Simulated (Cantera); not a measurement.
Source: NASA polynomial tables (part measured, part estimated), evaluated in Cantera. Values are per mole of reaction as written; species without (g) are pure solids or liquids, kept so even where they would boil at 1 bar.

2 Si + O₂(g) = 2 SiO(g)

| T (K) | ΔH° (kJ) | ΔS° (J/K) | ΔG° (kJ) | log10 K | condensed phases |
|---|---|---|---|---|---|
| 1175 | -213.8 | 161.1 | -403.2 | 17.92 | Si(s) |
| 1250 | (withheld) | (withheld) | (withheld) | (withheld) | Si(s) |
| 1325 | -216.6 | 158.9 | -427.2 | 16.84 | Si(s) |
| 1400 | -218.0 | 157.9 | -439.0 | 16.38 | Si(s) |
| 1475 | -219.4 | 156.9 | -450.8 | 15.97 | Si(s) |
| 1550 | (withheld) | (withheld) | (withheld) | (withheld) | Si(s) |
| 1625 | (withheld) | (withheld) | (withheld) | (withheld) | Si(s) |
| 1700 | -324.4 | 94.6 | -485.2 | 14.91 | Si(l) |
| 1775 | -325.7 | 93.8 | -492.3 | 14.49 | Si(l) |

### Question
Complete the blanks.

### Answer

- 1250, ΔH° (kJ): -215.2
- 1250, ΔS° (J/K): 160.0
- 1250, ΔG° (kJ): -415.2
- 1250, log10 K: 17.35
- 1550, ΔH° (kJ): -220.9
- 1550, ΔS° (J/K): 155.9
- 1550, ΔG° (kJ): -462.6
- 1550, log10 K: 15.59
- 1625, ΔH° (kJ): -222.5
- 1625, ΔS° (J/K): 154.9
- 1625, ΔG° (kJ): -474.2
- 1625, log10 K: 15.24
